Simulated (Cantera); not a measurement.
Charge: 1 mol AlBr3, 3 mol O2, 11 mol H2, held at 1127 °C and 31.0 Pa.

These are equilibrium values from Cantera (NASA tables, ideal gas, pure condensed phases), not measurements of a reactor. Candidate condensed phases: Al, AlBr3, Al2O3, Br2, H2O; 25 gas species. Kinetics and transport are ignored.

Base state: H2 0.404, H2O 0.357, HBr 0.224, Br 0.0146, H 0.000176 (mole fractions); condensed: Al2O3(s).

Task: What changes in the equilibrium state with this change: AlBr3 replaced by Al?

Result: 
```csv
species,before,after
H2,0.404,0.591
H2O,0.357,0.409
H,0.000176,0.000212
HBr,0.224,0
Br,0.0146,0
"Al2O3(s), mol",0.500,0.500
```
